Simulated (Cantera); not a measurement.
An isothermal, constant-pressure homogeneous reactor starts with H2 : O2 = 0.022 : 1 (molar parts), at 1075 K and 20.0 Torr.

Cantera simulation using GRI-Mech 3.0 (53 species, 325 reactions); the numbers are that mechanism's predictions, not measurements. Radical loss at walls, strong at low pressure, is not modelled.

x: mole fraction; the columns are a selection and need not sum to one.

| t (s) | x H2 | x O2 | x H | x H2O | x OH | x O | x H2O2 |
|---|---|---|---|---|---|---|---|
| 9.00e-6 | 0.0215 | 0.978 | 2.23e-11 | <1e-12 | 2.49e-12 | 2.54e-12 | <1e-12 |
| 2.56e-5 | 0.0215 | 0.978 | 5.37e-11 | 1.63e-12 | 1.71e-11 | 1.80e-11 | <1e-12 |
| 7.26e-5 | 0.0215 | 0.978 | 1.14e-10 | 2.80e-11 | 9.59e-11 | 1.12e-10 | <1e-12 |
| 0.000206 | 0.0215 | 0.978 | 2.93e-10 | 3.99e-10 | 4.67e-10 | 6.64e-10 | <1e-12 |
| 0.000586 | 0.0215 | 0.978 | 2.05e-9 | 7.61e-9 | 4.17e-9 | 7.04e-9 | <1e-12 |
| 0.00166 | 0.0215 | 0.978 | 3.28e-7 | 1.55e-6 | 6.91e-7 | 1.20e-6 | 8.94e-12 |
| 0.00472 | 0.00221 | 0.965 | 0.00325 | 0.0167 | 0.00203 | 0.0106 | ___ |
| 0.0134 | 0.000118 | 0.971 | 0.000733 | 0.0208 | 0.000730 | 0.00702 | ___ |
| 0.0381 | 3.33e-5 | 0.976 | 0.000112 | 0.0215 | 0.000384 | 0.00204 | ___ |
| 0.108 | 5.77e-6 | 0.978 | 8.53e-6 | 0.0217 | 0.000163 | 0.000370 | ___ |
| 0.307 | 8.31e-7 | 0.978 | 5.15e-7 | 0.0217 | 6.41e-5 | 5.67e-5 | ___ |
| 0.873 | 1.31e-7 | 0.978 | 3.56e-8 | 0.0217 | 2.64e-5 | 9.51e-6 | ___ |
| 2.48 | 2.54e-8 | 0.978 | 3.33e-9 | 0.0218 | 1.20e-5 | 1.95e-6 | ___ |
| 7.04 | 6.08e-9 | 0.978 | 4.14e-10 | 0.0218 | 5.99e-6 | 4.88e-7 | ___ |
| 20.0 | 1.69e-9 | 0.978 | 6.33e-11 | 0.0218 | 3.20e-6 | 1.40e-7 | 3.61e-10 |

Question: What belongs in the gaps?

Answer: 
- 0.00472, x H2O2: 3.26e-7
- 0.0134, x H2O2: 8.50e-8
- 0.0381, x H2O2: 7.67e-8
- 0.108, x H2O2: 5.63e-8
- 0.307, x H2O2: 2.93e-8
- 0.873, x H2O2: 1.11e-8
- 2.48, x H2O2: 3.55e-9
- 7.04, x H2O2: 1.12e-9
